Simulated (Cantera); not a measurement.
**NO annealing gas**

An isothermal, constant-pressure homogeneous reactor starts with 7.69 % NO, 92.3 % N₂, at 2200 K and 101000 Pa.

Cantera simulation using GRI-Mech 3.0 (53 species, 325 reactions); the numbers are that mechanism's predictions, not measurements.

```json
[
 {"t (s)": "2.00e-5", "x NO": "0.0769", "x N₂O": "4.82e-7", "x N₂": "0.923", "x O": "5.43e-7", "x O₂": "1.52e-9"},
 {"t (s)": "7.96e-5", "x NO": "0.0769", "x N₂O": "1.53e-6", "x N₂": "0.923", "x O": "2.47e-6", "x O₂": "2.66e-8"},
 {"t (s)": "0.000317", "x NO": "0.0769", "x N₂O": "2.99e-6", "x N₂": "0.923", "x O": "1.25e-5", "x O₂": "5.46e-7"},
 {"t (s)": "0.00126", "x NO": "0.0768", "x N₂O": "3.25e-6", "x N₂": "0.923", "x O": "5.38e-5", "x O₂": "1.18e-5"},
 {"t (s)": "0.00502", "x NO": "0.0764", "x N₂O": "3.22e-6", "x N₂": "0.923", "x O": "0.000120", "x O₂": "0.000176"},
 {"t (s)": "0.0200", "x NO": "0.0746", "x N₂O": "3.07e-6", "x N₂": "0.924", "x O": "0.000148", "x O₂": "0.00110"},
 {"t (s)": "0.0796", "x NO": "0.0662", "x N₂O": "2.46e-6", "x N₂": "0.928", "x O": "0.000225", "x O₂": "0.00522"},
 {"t (s)": "0.317", "x NO": "0.0351", "x N₂O": "8.95e-7", "x N₂": "0.944", "x O": "0.000397", "x O₂": "0.0207"},
 {"t (s)": "1.26", "x NO": "0.00656", "x N₂O": "3.57e-7", "x N₂": "0.958", "x O": "0.000505", "x O₂": "0.0349"},
 {"t (s)": "5.02", "x NO": "0.00573", "x N₂O": "3.54e-7", "x N₂": "0.958", "x O": "0.000508", "x O₂": "0.0353"},
 {"t (s)": "20.0", "x NO": "0.00573", "x N₂O": "3.54e-7", "x N₂": "0.958", "x O": "0.000508", "x O₂": "0.0353"}
]
```
x: mole fraction; the columns are a selection and need not sum to one.

Equilibrium at this temperature and pressure: NO 0.00573, N₂O 3.54e-7, N₂ 0.958, O 0.000508, O₂ 0.0353 (gas phase only).
